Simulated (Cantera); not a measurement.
An isothermal, constant-pressure homogeneous reactor starts with NH3 : N2 = 1 : 1.4 (molar parts), at 1400 K and 20.0 Torr. Integrator tolerance rtol = 1e-08.

Detailed kinetics in Cantera: the gas-phase N/H chemistry of the illustrative SiF4/NH3 mechanism in the Surface Chemkin manual (1991). Walls and surfaces, which speed up NH3 decomposition in real reactors, are not modelled.

### Question
What does this change do: temperature 1400 to 1850 K?

### Answer
```csv
quantity,before,after
x(NH3) at 10.0 s,0.414 (gas-phase equilibrium 4.91e-7),0.0361 (gas-phase equilibrium 1.52e-7)
x(H) at 10.0 s,7.31e-8 (gas-phase equilibrium 1.99e-5),0.000336 (gas-phase equilibrium 0.00220)
x(N) at 10.0 s,1.80e-10 (gas-phase equilibrium <1e-12),4.16e-7 (gas-phase equilibrium 3.96e-10)
x(N2H2) at 10.0 s,2.68e-7 (gas-phase equilibrium <1e-12),1.15e-7 (gas-phase equilibrium <1e-12)
x(N2) at 10.0 s,0.583 (gas-phase equilibrium 0.559),0.561 (gas-phase equilibrium 0.558)
```
